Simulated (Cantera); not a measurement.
**Thermodynamics of silicon etching in halogen gases, feed Si + HCl + N2**

Charge: 1 mol Si, 8.8 mol HCl, 0.71 mol N2, held at 1348 K and 81000 Pa.

Method: chemical equilibrium by Gibbs-energy minimisation in Cantera with the NASA 1993 tables (ideal gas, pure condensed phases). Candidate condensed phases: NH4Cl, Si, Si3N4; 28 gas species. The tables' values for SiCl3 are old estimates; treat these amounts as uncertain. Equilibrium is a limit: real reactors are often held back by kinetics, nucleation or transport.

```json
{
 "x(HCl)": "0.569",
 "x(H2)": "0.230",
 "x(SiCl4)": "0.112",
 "x(N2)": "0.0833",
 "x(SiCl3)": "0.00280",
 "x(SiHCl3)": "0.00256",
 "x(SiCl2)": "0.000353",
 "x(SiH2Cl2)": "8.57e-6",
 "x(NH3)": "2.66e-6",
 "gas_amount": "8.525 mol",
 "log10 activity of Si(s) (absent)": "-4.05"
}
```
